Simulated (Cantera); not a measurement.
Source: NASA polynomial tables (part measured, part estimated), evaluated in Cantera. Values are per mole of reaction as written; species without (g) are pure solids or liquids, kept so even where they would boil at 1 bar.

### Question
Between 350 and 650 K, where is each reaction favourable under standard conditions?
- 2 P2(g) + 5 O2(g) → P4O10

### Answer
- 2 P2(g) + 5 O2(g) → P4O10: ΔG° is -2866 kJ at 350 K and -2502 kJ at 650 K; it stays negative (K > 1). ΔH° is -3275 kJ and ΔS° -1189 J/K at 650 K.
